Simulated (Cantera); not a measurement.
Charge: 1 mol SiHCl₃, 0.31 mol HCl, 31 mol N₂, equilibrated at 1227 °C and 1400 Pa.

Equilibrium computed with Cantera from the NASA thermochemical tables; the gas is ideal and each condensed phase is pure. Candidate condensed phases: NH₄Cl, Si, Si₃N₄; 28 gas species. The tables' values for SiCl₃ are old estimates; treat these amounts as uncertain. Rates play no part.

Base state: N₂ 0.934, HCl 0.0326, SiCl₂ 0.0236, SiCl₃ 0.00389, H₂ 0.00342, SiCl₄ 0.00203, Cl 6.70e-5, SiHCl₃ 2.20e-5 (mole fractions); condensed: Si₃N₄(s).

What changes in the equilibrium state with this change: temperature from 1227 °C to 752 °C?


```csv
species,before,after
N₂,0.934,0.946
HCl,0.0326,0.0353
SiCl₄,0.00203,0.0166
SiCl₂,0.0236,2.10e-6
Cl,6.70e-5,2.38e-8
SiCl₃,0.00389,4.09e-5
SiHCl₃,2.20e-5,1.02e-5
H₂,0.00342,0.00252
"Si₃N₄(s), mol",0.00650,0.153
```
N₂ is the only nitrogen source here; it is nearly inert below about 1500 K, so the nitride shown seldom forms there in practice.

What changes in the equilibrium state with this change: HCl from 0.31 to 0.022 mol?


| species | before | after |
|---|---|---|
| N₂ | 0.934 | 0.942 |
| HCl | 0.0326 | 0.0265 |
| SiCl₂ | 0.0236 | 0.0231 |
| H₂ | 0.00342 | 0.00229 |
| SiHCl₃ | 2.20e-5 | 1.75e-5 |
| SiCl₄ | 0.00203 | 0.00195 |
| Si₃N₄(s), mol | 0.00650 | 0.0173 |
